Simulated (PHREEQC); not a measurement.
1 kg of water holding 0.026 mol NaHCO3 meets 20 L of dry gas (N2 1 by moles) at fixed total pressure, at 10 °C; fugacities by Peng-Robinson. The gases take part in no redox reaction, some water evaporates into the gas, and hydrates or a liquid gas phase aren't modelled. Nothing may precipitate in this run.

The numbers come from PHREEQC with the ion-association model, phreeqc.dat.

| P (atm) | dissolved N2 (mol/kgw) | φ of N2 |
|---|---|---|
| 2 | 0.00168 | 0.999 |
| 5 | ? | 0.997 |
| 10 | 0.00831 | 0.994 |
| 20 | 0.0163 | 0.988 |
| 30 | ? | 0.983 |
| 40 | 0.0315 | 0.978 |
| 50 | ? | 0.974 |
| 75 | ? | 0.965 |
| 100 | 0.0716 | 0.958 |
| 150 | 0.100 | 0.951 |
| 200 | 0.125 | 0.951 |

Problem. Fill in the missing entries.

Solution. 
- 5, dissolved N2 (mol/kgw): 0.00419
- 30, dissolved N2 (mol/kgw): 0.0241
- 50, dissolved N2 (mol/kgw): 0.0388
- 75, dissolved N2 (mol/kgw): 0.0558

Constants without temperature data keep their 25 °C values here.
